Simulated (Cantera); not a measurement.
Cantera run:

```python
import numpy as np
import cantera as ct

gas_names = """
    Electron H H+ H- HI H2 H2+ H2- I I2 N N+ N- NH NH+ NH2 NH3 NH4+ N2 N2+ N2- N2H2 N2H4
""".split()
cond_names = """
    I2(cr) I2(L)
""".split()


def load(file, names, dense=False):
    # The tables refer to 1 bar. Condensed volumes are neglected.
    table = {s.name: s for s in ct.Species.list_from_file(file)}
    out = []
    for n in names:
        d = dict(table[n].input_data)
        d["thermo"] = dict(d["thermo"], **{"reference-pressure": 1e5})
        if dense:
            d["equation-of-state"] = {"model": "constant-volume", "density": "1e6 g/cm^3"}
        out.append(ct.Species.from_dict(d))
    return out


gas = ct.Solution(thermo="ideal-gas", species=load("nasa_gas.yaml", gas_names))
cond = {s.name: ct.Solution(thermo="fixed-stoichiometry", species=[s], name=s.name)
        for s in load("nasa_condensed.yaml", cond_names, dense=True)}
atoms = {
    'HI': {'H': 1, 'I': 1},
    'H2': {'H': 2},
    'N2': {'N': 2},
}
top_T = {}  # K; cautious upper limits of use, not melting points


def equilibrate(T, P, feed):
    n = {}
    for name, mol in feed.items():
        for a, k in atoms[name].items():
            n[a] = n.get(a, 0.0) + k * mol
    gas.TPX = T, P, n
    mass = sum(n.values()) * gas.mean_molecular_weight
    gas.equilibrate("TP")
    valid = [c for c in cond.values() if c.min_temp <= T <= top_T.get(c.name, c.max_temp)]
    mix = ct.Mixture([(gas, mass / gas.mean_molecular_weight)] + [(c, 0.0) for c in valid])
    mix.T, mix.P = T, P
    mix.equilibrate("TP", solver="vcs", rtol=1e-11, max_steps=5000)
    return mix


results = []
feed = {'HI': 1, 'H2': 0.84, 'N2': 20}  # mol
P = 12000000  # Pa
for T in [2000, 2250, 2500, 2750, 3000, 3250, 3500, 3750, 4000, 4250, 4500, 4750, 5000]:
    mix = equilibrate(T, P, feed)
    results.append((T, P, feed, dict(zip(mix.species_names, mix.species_moles))))

top = {s: max(r[3][s] / sum(r[3][g] for g in gas_names) for r in results) for s in gas_names}
cols = sorted((s for s in top if top[s] > 0.0001), key=lambda s: -top[s])[:9]
seen = [c for c in cond_names if any(r[3].get(c, 0) > 1e-12 for r in results)]
print("log10 of partial pressures in bar; condensed amounts in mol")
print(f"{'T/K':>10s}" + "".join(f"{s[:9]:>10s}" for s in cols + seen))
for T, P, feed, n in results:
    ng = sum(n[g] for g in gas_names)
    print(f"{T:10.4g}" + "".join(f"{np.log10(max(n[s] / ng * P / 1e5, 1e-99)):10.3f}" for s in cols)
          + "".join(f"{n.get(c, 0):10.4g}" for c in seen))
```

It prints:

```
log10 of partial pressures in bar; condensed amounts in mol
       T/K        N2         H        H2         I        HI         N        I2        NH
      2000     2.037    -2.409     0.760     0.327     0.486    -8.026    -0.884    -6.882
      2250     2.036    -1.738     0.783     0.458     0.379    -6.633    -1.078    -5.835
      2500     2.035    -1.200     0.799     0.539     0.268    -5.517    -1.281    -4.998
      2750     2.034    -0.761     0.808     0.590     0.159    -4.603    -1.478    -4.315
      3000     2.033    -0.397     0.810     0.624     0.055    -3.840    -1.661    -3.748
      3250     2.031    -0.092     0.802     0.647    -0.043    -3.194    -1.828    -3.273
      3500     2.030     0.163     0.784     0.663    -0.138    -2.640    -1.980    -2.871
      3750     2.028     0.377     0.752     0.675    -0.232    -2.159    -2.118    -2.531
      4000     2.025     0.555     0.705     0.683    -0.327    -1.738    -2.243    -2.243
      4250     2.022     0.700     0.639     0.689    -0.424    -1.367    -2.358    -2.000
      4500     2.019     0.816     0.554     0.692    -0.526    -1.036    -2.463    -1.798
      4750     2.016     0.905     0.449     0.695    -0.633    -0.740    -2.560    -1.631
      5000     2.013     0.972     0.327     0.697    -0.745    -0.473    -2.650    -1.495
```

Method: chemical equilibrium by Gibbs-energy minimisation in Cantera with the NASA 1993 tables (ideal gas, pure condensed phases). The ideal-gas law is rough above about 30 bar.
